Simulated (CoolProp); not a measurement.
The numbers come from the reference Helmholtz-energy equation of state, Gao 2016 in CoolProp.

Question: For sulfur dioxide, give the phase and the density (kg/m³), speed of sound (m/s), Joule-Thomson coefficient (K/MPa) at 275.5 K and 13.8 MPa.

Answer: 
- 275.5 K and 13.8 MPa: liquid; density 1450, speed of sound 1040, Joule-Thomson coefficient -0.271
